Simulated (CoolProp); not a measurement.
Vapour-liquid equilibrium of R113 (1) + benzene (2) at 451.9 K; x and y are mole fractions of (1).

The numbers come from the multi-fluid Helmholtz-energy mixture model, Marx 1992 and Thol 2012; pair parameters Bell 2016 in CoolProp.

| x | bubble pressure (MPa) | y at the bubble point | dew pressure at overall composition x (MPa) | liquid density (mol/L) |
|---|---|---|---|---|
| 0.05 | 1.087 | 0.106 | 1.042 | 8.640 |
| 0.2 | 1.292 | 0.330 | 1.167 | 8.087 |
| 0.35 | 1.458 | 0.485 | 1.313 | 7.573 |
| 0.5 | 1.600 | 0.612 | 1.475 | 7.095 |
| 0.65 | 1.727 | 0.728 | 1.643 | 6.649 |
| 0.8 | 1.844 | 0.842 | 1.802 | 6.233 |
| 0.95 | 1.952 | 0.960 | 1.944 | 5.844 |

No azeotrope shows between x = 0.05 and 0.95.

Pair parameters are fitted to limited data, so mixtures are less certain than the pure fluids.
